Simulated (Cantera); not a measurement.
A closed system holds: 1 mol MgSO4, 0.31 mol H2, equilibrated at 1000 Pa.

Method: chemical equilibrium by Gibbs-energy minimisation in Cantera with the NASA 1993 tables (ideal gas, pure condensed phases). Candidate condensed phases: H2O, H2SO4, Mg, MgO, Mg(OH)2, MgS, MgSO4, S; 26 gas species. The numbers say what is thermodynamically allowed, not how fast it happens.

### Question
At 1623 K, list the 6 most abundant gas species with their mole fractions, and the condensed phases.

### Answer
SO2 0.604, O2 0.208, H2O 0.187, OH 0.000907, SO3 0.000577, O 8.67e-5. Condensed: MgO(s).
